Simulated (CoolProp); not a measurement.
A single-stage vapour-compression cycle with propane: evaporating at 224.15 K (dew point), condensing at 247.15 K (bubble point), superheat 0 K, subcooling 2 K, compressor efficiency 0.85, no pressure losses. Each further row changes one setting.

The numbers come from the reference Helmholtz-energy equation of state, Lemmon 2009 in CoolProp.

| case | cooling COP | pressure ratio | discharge temperature (K) | refrigerating effect (kJ/kg) | volumetric capacity (kJ/m³) |
|---|---|---|---|---|---|
| as stated | 7.73 | 2.65 | 261.5 | 385 | 695 |
| evaporating temperature 229.15 K | 10.3 | 2.10 | 257.9 | 391 | 874 |
| condensing temperature 242.15 K | 10.1 | 2.18 | 253.9 | 397 | 716 |
| subcooling 7 K | 7.96 | 2.65 | 261.5 | 397 | 716 |
| superheat 10 K | 7.65 | 2.65 | 271.9 | 399 | 687 |
| compressor efficiency 0.75 | 6.82 | 2.65 | 265.7 | 385 | 695 |
